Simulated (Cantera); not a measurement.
Thermodynamics of aluminium and copper etching, feed Cu + HF

Input: 1 mol Cu, 3 mol HF, at 52.0 Pa.

Equilibrium computed with Cantera from the NASA thermochemical tables; the gas is ideal and each condensed phase is pure. Candidate condensed phases: Cu, CuF2; 15 gas species. Kinetics and transport are ignored.

| T (°C) | log p HF | log p Cu | log p CuF | log p H2 | log p H | log p Cu2 | log p H2F2 | n Cu(s) | n Cu(l) |
|---|---|---|---|---|---|---|---|---|---|
| 302 | -3.28 | <-15 | -15.24 | -14.56 | <-15 | <-15 | -9.83 | 1.00 | 0 |
| 377 | -3.28 | <-15 | -13.12 | -13.37 | <-15 | <-15 | -10.14 | 1.00 | 0 |
| 452 | -3.28 | <-15 | -11.68 | -11.97 | <-15 | <-15 | -10.39 | 1.00 | 0 |
| 527 | -3.28 | -15.17 | -10.51 | -10.81 | <-15 | <-15 | -10.59 | 1.00 | 0 |
| 602 | -3.28 | -13.30 | -9.55 | -9.85 | -15.23 | <-15 | -10.75 | 1.000 | 0 |
| 677 | -3.28 | -11.72 | -8.75 | -9.05 | -13.78 | <-15 | -10.89 | 1.000 | 0 |
| 752 | -3.28 | -10.38 | -8.06 | -8.36 | -12.54 | <-15 | -11.01 | 1.000 | 0 |
| 827 | -3.28 | -9.23 | -7.47 | -7.77 | -11.47 | -14.32 | -11.11 | 1.000 | 0 |
| 902 | -3.28 | -8.22 | -6.95 | -7.25 | -10.54 | -12.89 | -11.20 | 0.999 | 0 |
| 977 | -3.28 | -7.33 | -6.50 | -6.80 | -9.71 | -11.64 | -11.27 | 0.998 | 0 |
| 1052 | -3.29 | -6.55 | -6.10 | -6.40 | -8.99 | -10.53 | -11.34 | 0.994 | 0 |
| 1127 | -3.29 | -5.87 | -5.75 | -6.05 | -8.34 | -9.58 | -11.40 | 0 | 0.982 |
| 1202 | -3.29 | -5.27 | -5.45 | -5.75 | -7.76 | -8.75 | -11.46 | 0 | 0.948 |
log p: log10 of the partial pressure in bar; n: condensed amount in mol.

From 302 °C to 1052 °C the condensed part is Cu(s). From 1127 °C to 1202 °C the condensed part is Cu(l).
